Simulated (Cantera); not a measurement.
Input (Python, Cantera) and output of one run.

```python
import numpy as np
import cantera as ct

gas_names = """
    H H2 N NH NH2 NH3 N2 N2H2 N2H4 Si SiH SiH2 SiH3 SiH4 SiN Si2 Si2N Si3
""".split()
cond_names = """
    Si(cr) Si(L) Si3N4(a)
""".split()


# ... load() reads the species with a 1 bar reference pressure and builds the phases ...
atoms = {
    'SiH4': {'Si': 1, 'H': 4},
    'NH3': {'N': 1, 'H': 3},
}
top_T = {'Si3N4(a)': 2400}  # K; cautious upper limits of use, not melting points


# ... equilibrate(T, P, feed) seeds the gas with the atoms and calls Mixture.equilibrate('TP', solver="vcs", rtol=1e-11, max_steps=5000) ...
results = []
feed = {'SiH4': 1, 'NH3': 1.2}  # mol
T = 1725  # K
P = 10  # Pa
mix = equilibrate(T, P, feed)
results.append((T, P, feed, dict(zip(mix.species_names, mix.species_moles))))
print(gas.report(threshold=1e-06))
for i in range(1, mix.n_phases):
    print(f"{mix.phase(i).name:16s} {mix.phase_moles(i):12.5e} mol")
```

It prints:

```
       temperature   1725 K
          pressure   10 Pa
           density   4.0106e-06 kg/m^3
  mean mol. weight   5.7522 kg/kmol
   phase of matter   gas

                          1 kg             1 kmol
                     ---------------   ---------------
          enthalpy        9.0525e+06        5.2072e+07  J
   internal energy        6.5591e+06        3.7729e+07  J
           entropy             47403        2.7267e+05  J/K
    Gibbs function       -7.2718e+07       -4.1828e+08  J
 heat capacity c_p            5770.2             33191  J/K
 heat capacity c_v            4324.7             24877  J/K

                      mass frac. Y      mole frac. X     chem. pot. / RT
                     ---------------   ---------------   ---------------
                 H         0.0029808           0.01701           -14.203
                H2           0.29398            0.8388           -28.405
                N2           0.65148           0.13377           -37.675
                Si          0.049565          0.010151            -5.013
               SiH        0.00067204        0.00013287           -19.216
              SiH2        7.5682e-05        1.4462e-05           -33.419
               SiN        0.00015163        2.0722e-05            -23.85
               Si2        0.00047263          4.84e-05           -10.026
              Si2N        0.00044295        3.6307e-05           -28.863
               Si3        0.00017602        1.2017e-05           -15.039
     [   +8 minor]         8.726e-09        2.2895e-09

Si(L)             9.52802e-01 mol
Si3N4(a)          0.00000e+00 mol
```

Cantera equilibrium calculation (NASA polynomials, part measured and part estimated; ideal gas, pure solids and liquids). The tables' values for SiN are old estimates; treat these amounts as uncertain. Gases not in the tables: Si2H6 and higher silanes.
